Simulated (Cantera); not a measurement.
Cantera run:

```python
import numpy as np
import cantera as ct

gas_names = [...]  # 110 gases of nasa_gas.yaml made of C, H, O
cond_names = """
    C(gr) C6H6(L) C7H8(L) C8H18(L),n-octa H2O(s) H2O(L)
""".split()


# ... load() reads the species with a 1 bar reference pressure and builds the phases ...
atoms = {
    'C2H5OH': {'C': 2, 'H': 6, 'O': 1},
    'H2O': {'H': 2, 'O': 1},
    'H2': {'H': 2},
}
top_T = {'C(gr)': 4500}  # K; cautious upper limits of use, not melting points


# ... equilibrate(T, P, feed) seeds the gas with the atoms and calls Mixture.equilibrate('TP', solver="vcs", rtol=1e-11, max_steps=5000) ...
results = []
feed = {'C2H5OH': 1, 'H2O': 0.046, 'H2': 4.6}  # mol
P = 18000  # Pa
for T in [1648, 1798, 1948, 2098, 2248, 2398, 2548, 2698]:
    mix = equilibrate(T, P, feed)
    results.append((T, P, feed, dict(zip(mix.species_names, mix.species_moles))))

top = {s: max(r[3][s] / sum(r[3][g] for g in gas_names) for r in results) for s in gas_names}
cols = sorted((s for s in top if top[s] > 0.0001), key=lambda s: -top[s])[:7]
seen = [c for c in cond_names if any(r[3].get(c, 0) > 1e-12 for r in results)]
print("log10 of partial pressures in bar; condensed amounts in mol")
print(f"{'T/K':>10s}" + "".join(f"{s[:9]:>10s}" for s in cols + seen))
for T, P, feed, n in results:
    ng = sum(n[g] for g in gas_names)
    print(f"{T:10.4g}" + "".join(f"{np.log10(max(n[s] / ng * P / 1e5, 1e-99)):10.3f}" for s in cols)
          + "".join(f"{n.get(c, 0):10.4g}" for c in seen))
```

Result:

```
log10 of partial pressures in bar; condensed amounts in mol
       T/K        H2        CO         H C2H2,acet       C2H       CH4      C4H2     C(gr)
      1648    -0.801    -1.664    -4.451    -5.150   -11.164    -4.474    -9.910    0.9518
      1798    -0.801    -1.664    -3.854    -4.564    -9.678    -4.713    -8.731    0.9505
      1948    -0.802    -1.665    -3.348    -4.070    -8.423    -4.914    -7.736    0.9452
      2098    -0.804    -1.666    -2.914    -3.650    -7.349    -5.088    -6.888    0.9318
      2248    -0.809    -1.668    -2.539    -3.289    -6.422    -5.243    -6.158    0.9034
      2398    -0.820    -1.672    -2.212    -2.980    -5.615    -5.388    -5.527    0.8499
      2548    -0.838    -1.679    -1.928    -2.717    -4.909    -5.532    -4.980    0.7585
      2698    -0.868    -1.690    -1.683    -2.498    -4.289    -5.687    -4.511    0.6144
```

Cantera equilibrium calculation (NASA polynomials, part measured and part estimated; ideal gas, pure solids and liquids).
